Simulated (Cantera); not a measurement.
Standard-state values (1 bar) from the NASA 1993 polynomials, evaluated with Cantera. Values are per mole of reaction as written; species without (g) are pure solids or liquids, kept so even where they would boil at 1 bar.

**Question.** Between 1673 and 2073 K, where is each reaction favourable under standard conditions?
- 3 PbO + 6 F(g) = 3 PbF₂ + O₃(g)
- 2 PbO(g) + 2 F₂(g) = O₂(g) + 2 PbF₂

**Answer.** 
- 3 PbO + 6 F(g) = 3 PbF₂ + O₃(g): ΔG° is -789 kJ at 1673 K and -583 kJ at 2073 K; it stays negative (K > 1). ΔH° is -1636 kJ and ΔS° -508 J/K at 2073 K.
- 2 PbO(g) + 2 F₂(g) = O₂(g) + 2 PbF₂: ΔG° is -868 kJ at 1673 K and -760 kJ at 2073 K; it stays negative (K > 1). ΔH° is -1297 kJ and ΔS° -259 J/K at 2073 K.
